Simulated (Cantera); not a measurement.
A closed system holds: 1 mol CaCl₂, 0.043 mol O₂, 0.1 mol H₂, held at 1775 K and 0.000770 bar.

Cantera equilibrium calculation (NASA polynomials, part measured and part estimated; ideal gas, pure solids and liquids). Candidate condensed phases: Ca, CaCl₂, CaO, Ca(OH)₂, H₂O; 21 gas species. Condensed phases not in the tables: oxide chlorides. The numbers say what is thermodynamically allowed, not how fast it happens.

Base state: CaCl₂ 0.838, HCl 0.124, H₂ 0.0157, H₂O 0.0118, Cl 0.00795, H 0.00131, CaCl 0.000580, OH 6.12e-5 (mole fractions); condensed: CaO(s).

Task: What changes in the equilibrium state with this change: H₂ from 0.1 to 98 mol?

Result: 
```tsv
species	before	after
H₂	0.0157	0.975
H	0.00131	0.0103
CaCl₂	0.838	0.00732
HCl	0.124	0.00420
H₂O	0.0118	0.000858
Ca	3.21e-6	0.00152
Cl	0.00795	3.41e-5
CaO(s), mol	0.0729	0
```

Task: What changes in the equilibrium state with this change: temperature from 1775 K to 1248 K?

Result: 
```json
[
 {"species": "HCl", "before": "0.124", "after": "0.472"},
 {"species": "H₂O", "before": "0.0118", "after": "0.399"},
 {"species": "H₂", "before": "0.0157", "after": "0.103"},
 {"species": "CaCl₂", "before": "0.838", "after": "0.0262"},
 {"species": "CaCl", "before": "0.000580", "after": "6.26e-9"},
 {"species": "Cl", "before": "0.00795", "after": "2.11e-5"},
 {"species": "OH", "before": "6.12e-5", "after": "2.13e-7"},
 {"species": "H", "before": "0.00131", "after": "5.41e-6"},
 {"species": "CaO(s), mol", "before": "0.0729", "after": "0.0320"},
 {"species": "CaCl₂(l), mol", "before": "0", "after": "0.964"}
]
```
Mutual solubility and eutectic melting of coexisting phases are not modelled.
